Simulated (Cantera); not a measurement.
Cantera run:

```python
import numpy as np
import cantera as ct

gas_names = """
    H HO2 H2 H2O H2O2 O OH O2 O3 V VO VO2
""".split()
cond_names = """
    H2O(s) H2O(L) V(cr) V(L) VO(s) VO(L) V2O3(s) V2O3(L) V2O4(I) V2O4(II) V2O4(L) V2O5(s) V2O5(L)
""".split()


# ... load() reads the species with a 1 bar reference pressure and builds the phases ...
atoms = {
    'V': {'V': 1},
    'H2O': {'H': 2, 'O': 1},
}
top_T = {}  # K; cautious upper limits of use, not melting points


# ... equilibrate(T, P, feed) seeds the gas with the atoms and calls Mixture.equilibrate('TP', solver="vcs", rtol=1e-11, max_steps=5000) ...
results = []
feed = {'V': 1, 'H2O': 1.5}  # mol
T = 1350  # K
P = 1000  # Pa
mix = equilibrate(T, P, feed)
results.append((T, P, feed, dict(zip(mix.species_names, mix.species_moles))))
print(gas.report(threshold=1e-06))
for i in range(1, mix.n_phases):
    print(f"{mix.phase(i).name:16s} {mix.phase_moles(i):12.5e} mol")
```

Output:

```
       temperature   1350 K
          pressure   1000 Pa
           density   0.00018166 kg/m^3
  mean mol. weight   2.039 kg/kmol
   phase of matter   gas

                          1 kg             1 kmol
                     ---------------   ---------------
          enthalpy        1.5299e+07        3.1196e+07  J
   internal energy        9.7946e+06        1.9972e+07  J
           entropy        1.0495e+05          2.14e+05  J/K
    Gibbs function       -1.2639e+08        -2.577e+08  J
 heat capacity c_p             15577             31761  J/K
 heat capacity c_v             11499             23447  J/K

                      mass frac. Y      mole frac. X     chem. pot. / RT
                     ---------------   ---------------   ---------------
                 H        1.1773e-05        2.3815e-05           -11.454
                H2           0.98725           0.99853           -22.908
               H2O          0.012733         0.0014412           -58.577
     [   +9 minor]        2.0199e-08        9.4915e-10

V(cr)             0.00000e+00 mol
VO(s)             4.32373e-03 mol
V2O3(s)           4.97838e-01 mol
V2O4(II)          0.00000e+00 mol
V2O5(L)           0.00000e+00 mol
```

These are equilibrium values from Cantera (NASA tables, ideal gas, pure condensed phases), not measurements of a reactor. Mutual solubility and eutectic melting of coexisting phases are not modelled. VO: taken at fixed stoichiometry. Condensed phases not in the tables: the oxides between V2O3 and V2O5 other than VO2.
